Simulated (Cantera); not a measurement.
Adiabatic ignition

An adiabatic, constant-volume homogeneous reactor starts with 5.29 % CH4, 15.3 % O2, 57.7 % N2, 21.7 % H2O, at 1300 K and 750 Torr.

Model: GRI-Mech 3.0 (53 species, 325 reactions), integrated in Cantera.

| t (s) | T (K) | P (bar) | x CH4 | x O2 | x H2O | x OH | x C2H |
|---|---|---|---|---|---|---|---|
| 7.00e-6 | 1300 | 1.00 | 0.0529 | 0.153 | 0.217 | 3.01e-10 | <1e-12 |
| 1.52e-5 | 1300 | 1.00 | 0.0529 | 0.153 | 0.217 | 4.23e-10 | <1e-12 |
| 3.31e-5 | 1300 | 1.00 | 0.0529 | 0.153 | 0.217 | 7.13e-10 | <1e-12 |
| 7.19e-5 | 1300 | 1.000 | 0.0529 | 0.153 | 0.217 | 1.44e-9 | <1e-12 |
| 0.000156 | 1300 | 1.000 | 0.0529 | 0.153 | 0.217 | 3.33e-9 | <1e-12 |
| 0.000340 | 1300 | 1.000 | 0.0529 | 0.153 | 0.217 | 8.76e-9 | <1e-12 |
| 0.000738 | 1300 | 1.00 | 0.0529 | 0.153 | 0.217 | 2.59e-8 | <1e-12 |
| 0.00161 | 1300 | 1.00 | 0.0529 | 0.153 | 0.217 | 6.49e-8 | <1e-12 |
| 0.00349 | 1301 | 1.00 | 0.0527 | 0.153 | 0.217 | 1.07e-7 | <1e-12 |
| 0.00758 | 1304 | 1.00 | 0.0521 | 0.153 | 0.218 | 2.28e-7 | <1e-12 |
| 0.0165 | 2429 | 1.88 | <1e-12 | 0.0476 | 0.309 | 0.0120 | <1e-12 |
| 0.0358 | 2421 | 1.88 | <1e-12 | 0.0453 | 0.310 | 0.0115 | <1e-12 |
| 0.0779 | 2417 | 1.87 | <1e-12 | 0.0442 | 0.310 | 0.0113 | <1e-12 |
| 0.169 | 2416 | 1.87 | <1e-12 | 0.0441 | 0.310 | 0.0113 | <1e-12 |
| 0.368 | 2416 | 1.87 | <1e-12 | 0.0441 | 0.310 | 0.0113 | <1e-12 |
| 0.800 | 2416 | 1.87 | <1e-12 | 0.0441 | 0.310 | 0.0113 | <1e-12 |
x: mole fraction; the columns are a selection and need not sum to one.

```json
{
 "time_of_steepest_temperature_rise": "15.4 ms",
 "temperature at 0.800 s": "2416 K",
 "equilibrium_temperature": "2416 K",
 "x(CH4) at 0.800 s": "<1e-12 (gas-phase equilibrium <1e-12)",
 "x(O2) at 0.800 s": "0.0441 (gas-phase equilibrium 0.0441)",
 "x(H2O) at 0.800 s": "0.310 (gas-phase equilibrium 0.310)"
}
```
